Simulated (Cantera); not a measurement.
An isothermal, constant-pressure homogeneous reactor starts with C2H6 : N2 = 1 : 570 (molar parts), at 1800 K and 0.0132 atm.

Detailed kinetics in Cantera: GRI-Mech 3.0 (53 species, 325 reactions). GRI-Mech 3.0 stops at C3 and has no aromatics, soot or wall deposition, so with more carbon than oxygen in the feed, carbon stays in small species such as C2H2 where larger ones or solid carbon would form. Radical loss at walls, strong at low pressure, is not modelled.

Q: Predict: x(HCN) at 100 s; x(CH3) at 100 s; x(H2) at 100 s; x(CH4) at 100 s; x(C2H4) at 100 s.

A: 
| Quantity | Result |
|---|---|
| x(HCN) at 100 s | 0.000133 (gas-phase equilibrium 0.00343) |
| x(CH3) at 100 s | 1.38e-9 (gas-phase equilibrium 9.19e-10) |
| x(H2) at 100 s | 0.00340 (gas-phase equilibrium 0.00340) |
| x(CH4) at 100 s | 1.31e-9 (gas-phase equilibrium 8.52e-10) |
| x(C2H4) at 100 s | 1.77e-9 (gas-phase equilibrium 3.28e-11) |
